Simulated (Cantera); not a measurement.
A closed system holds: 1 mol SiHCl3, 0.016 mol Cl2, 20 mol N2, equilibrated at 133 Pa.

Method: chemical equilibrium by Gibbs-energy minimisation in Cantera with the NASA 1993 tables (ideal gas, pure condensed phases). Candidate condensed phases: NH4Cl, Si, Si3N4; 28 gas species. N2 is the only nitrogen source here; it is nearly inert below about 1500 K, so the nitride shown seldom forms there in practice. The tables' values for SiCl3 are old estimates; treat these amounts as uncertain. Equilibrium is a limit: real reactors are often held back by kinetics, nucleation or transport.

x: gas mole fraction; n: condensed amount in mol.

| T (°C) | x N2 | x HCl | x SiCl2 | x SiCl4 | n Si3N4(s) |
|---|---|---|---|---|---|
| 577 | 0.930 | 0.0415 | 2.00e-8 | 0.0254 | 0.154 |
| 627 | 0.930 | 0.0420 | 1.85e-7 | 0.0253 | 0.155 |
| 677 | 0.930 | 0.0425 | 1.35e-6 | 0.0251 | 0.156 |
| 727 | 0.930 | 0.0429 | 8.04e-6 | 0.0250 | 0.156 |
| 777 | 0.930 | 0.0432 | 4.02e-5 | 0.0248 | 0.156 |
| 827 | 0.930 | 0.0434 | 0.000173 | 0.0244 | 0.156 |
| 877 | 0.929 | 0.0436 | 0.000645 | 0.0236 | 0.153 |
| 927 | 0.928 | 0.0436 | 0.00211 | 0.0220 | 0.146 |
| 977 | 0.926 | 0.0434 | 0.00596 | 0.0187 | ? |
| 1027 | 0.922 | 0.0428 | 0.0141 | 0.0133 | ? |
| 1077 | 0.917 | 0.0414 | 0.0263 | 0.00687 | ? |

Task: What belongs in the gaps?

Result: 
- 977, n Si3N4(s): 0.130
- 1027, n Si3N4(s): 0.0966
- 1077, n Si3N4(s): 0.0494
